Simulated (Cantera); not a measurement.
# Equilibrium for aluminium nitride and oxide growth: AlCl3 + N2 + H2

Input: 1 mol AlCl3, 22 mol N2, 2.9 mol H2, at 1.33 mbar.

Equilibrium computed with Cantera from the NASA thermochemical tables; the gas is ideal and each condensed phase is pure. Candidate condensed phases: Al, AlCl3, AlN, NH4Cl; 20 gas species. The tables' values for AlCl2 are old estimates; treat these amounts as uncertain. Equilibrium is a limit: real reactors are often held back by kinetics, nucleation or transport.

From 400 °C to 1100 °C the condensed part is AlN(s). From 1200 °C to 1700 °C nothing is condensed. The main Al-bearing gas is AlCl3 at 400 °C and AlCl at 1700 °C.

| T (°C) | x N2 | x H2 | x HCl | x AlCl | x AlCl3 | x H | x Cl | x AlCl2 | n AlN(s) |
|---|---|---|---|---|---|---|---|---|---|
| 400 | 0.841 | 0.0877 | 0.0485 | <1e-12 | 0.0223 | <1e-12 | <1e-12 | 1.16e-11 | 0.419 |
| 500 | 0.842 | 0.0895 | 0.0450 | <1e-12 | 0.0236 | 7.44e-12 | 3.95e-12 | 1.67e-9 | 0.388 |
| 600 | 0.842 | 0.0909 | 0.0422 | 1.14e-10 | 0.0245 | 3.86e-10 | 1.78e-10 | 7.55e-8 | 0.364 |
| 700 | 0.843 | 0.0919 | 0.0401 | 1.65e-8 | 0.0253 | 8.98e-9 | 3.69e-9 | 1.54e-6 | 0.346 |
| 800 | 0.843 | 0.0928 | 0.0384 | 9.29e-7 | 0.0258 | 1.17e-7 | 4.37e-8 | 1.78e-5 | 0.331 |
| 900 | 0.843 | 0.0935 | 0.0370 | 2.60e-5 | 0.0262 | 9.87e-7 | 3.42e-7 | 0.000134 | 0.318 |
| 1000 | 0.843 | 0.0940 | 0.0357 | 0.000426 | 0.0261 | 5.99e-6 | 1.93e-6 | 0.000720 | 0.295 |
| 1100 | 0.841 | 0.0945 | 0.0336 | 0.00447 | 0.0238 | 2.80e-5 | 8.26e-6 | 0.00285 | 0.189 |
| 1200 | 0.833 | 0.0906 | 0.0382 | 0.0164 | 0.0160 | 0.000104 | 3.57e-5 | 0.00551 | 0 |
| 1300 | 0.827 | 0.0825 | 0.0526 | 0.0235 | 0.00836 | 0.000320 | 0.000162 | 0.00573 | 0 |
| 1400 | 0.822 | 0.0767 | 0.0625 | 0.0291 | 0.00343 | 0.000864 | 0.000550 | 0.00479 | 0 |
| 1500 | 0.819 | 0.0733 | 0.0671 | 0.0326 | 0.00120 | 0.00211 | 0.00148 | 0.00344 | 0 |
| 1600 | 0.816 | 0.0713 | 0.0677 | 0.0343 | 0.000396 | 0.00472 | 0.00339 | 0.00230 | 0 |
| 1700 | 0.812 | 0.0695 | 0.0653 | 0.0352 | 0.000131 | 0.00974 | 0.00684 | 0.00150 | 0 |
x: gas mole fraction; n: condensed amount in mol.
